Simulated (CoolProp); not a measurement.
Aqueous ethanol as a coolant, 37 % by mass, freezing at -26.8 °C, 1 atm.

Values from CoolProp's Melinder's fits for secondary coolants.

```tsv
T (°C)	viscosity (mPa s)	conductivity (W/(m K))	Prandtl number	density (kg/m³)
-8.6	11.6	0.361	126	959.9
-4.2	8.95	0.363	97.1	957.2
0.2	7.01	0.365	76.2	954.5
4.6	5.59	0.368	60.8	951.7
9	4.52	0.370	49.3	948.8
13.5	3.70	0.372	40.4	945.8
17.9	3.09	0.374	33.6	942.8
22.3	2.60	0.377	28.3	939.7
26.7	2.22	0.379	24.1	936.6
31.1	1.91	0.381	20.7	933.4
```
